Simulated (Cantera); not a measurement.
A closed system holds: 1 mol Si, 0.0038 mol H₂O, 2.6 mol N₂.

Method: chemical equilibrium by Gibbs-energy minimisation in Cantera with the NASA 1993 tables (ideal gas, pure condensed phases). Candidate condensed phases: H₂O, Si, SiO₂, Si₂N₂O, Si₃N₄; 35 gas species. N₂ is the only nitrogen source here; it is nearly inert below about 1500 K, so the nitride shown seldom forms there in practice. Mutual solubility and eutectic melting of coexisting phases are not modelled. Kinetics and transport are ignored.

Stable condensed phases, one row left out:

```
T in K \ P in Pa
            0.10    0.75     5.6      42     320    2400   18000  130000 1000000
   2098        A       A       A       A       B       B       B       C       D
   2048        A       A       A       B       B       B       B       C       D
   1998        A       A       A       B       B       B       C       C       D
   1948        A       A       A       B       B       B       C       D       D
   1898        A       A       B       B       B       B       C       D       D
   1798        A       A       B       B       B       C       D       D       D
   1748        A       B       B       B       B       C       D       D       D
   1698        A       B       B       B       C       D       D       D       D
   1648        B       B       B       B       C       D       D       D       D
   1598        B       B       B       C       D       D       D       D       D
   1548        B       B       B       C       D       D       D       D       D
   1498        B       B       C       D       D       D       D       D       D
```

A: gas only; B: Si; C: Si₃N₄; D: Si₂N₂O + Si₃N₄.

### Question
Give the row for 1848 K.

### Answer
0.10: gas only; 0.75: gas only; 5.6: Si; 42: Si; 320: Si; 2400: Si₃N₄; 18000: Si₂N₂O + Si₃N₄; 130000: Si₂N₂O + Si₃N₄; 1000000: Si₂N₂O + Si₃N₄.
